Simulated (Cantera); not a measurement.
Input: 1 mol Si, 0.49 mol NH₃, 110 mol N₂, at 875 K and 0.00133 bar.

Cantera equilibrium calculation (NASA polynomials, part measured and part estimated; ideal gas, pure solids and liquids). Candidate condensed phases: Si, Si₃N₄; 18 gas species. Rates play no part.

Base state: N₂ 0.993, H₂ 0.00666 (mole fractions); condensed: Si₃N₄(s).

Problem. What changes in the equilibrium state with this change: Si replaced by Al?

Solution. 
```tsv
species	before	after
N₂	0.993	0.993
H₂	0.00666	0.00665
Si₃N₄(s), mol	0.333	0
AlN(s), mol	0	1.00
```
Further candidate phases: Al, AlN.
